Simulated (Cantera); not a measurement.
A closed system holds: 1 mol Si, 2.1 mol HCl, 43 mol H2, at 1773 K and 0.0133 bar.

Method: chemical equilibrium by Gibbs-energy minimisation in Cantera with the NASA 1993 tables (ideal gas, pure condensed phases). Candidate condensed phases: Si; 19 gas species. The tables' values for SiCl, SiCl3 are old estimates; treat these amounts as uncertain. Gases not in the tables: Si2H6 and higher silanes. The numbers say what is thermodynamically allowed, not how fast it happens.

Base state: H2 0.956, HCl 0.0371, SiCl2 0.00462, H 0.00241, Si 0.000160, Cl 7.18e-5, SiCl 7.13e-5, SiH2 2.36e-5 (mole fractions); condensed: Si(l).

Problem. What changes in the equilibrium state with this change: temperature from 1773 K to 1125 K?

Solution. 
```json
[
 {"species": "H2", "before": "0.956", "after": "0.963"},
 {"species": "HCl", "before": "0.0371", "after": "0.0317"},
 {"species": "SiCl2", "before": "0.00462", "after": "0.00221"},
 {"species": "Si", "before": "0.000160", "after": "<1e-9"},
 {"species": "SiCl", "before": "7.13e-5", "after": "1.01e-9"},
 {"species": "Si(l), mol", "before": "0.778", "after": "0"},
 {"species": "Si(s), mol", "before": "0", "after": "0.765"}
]
```
The tables' values for SiCl3 are old estimates; treat these amounts as uncertain.
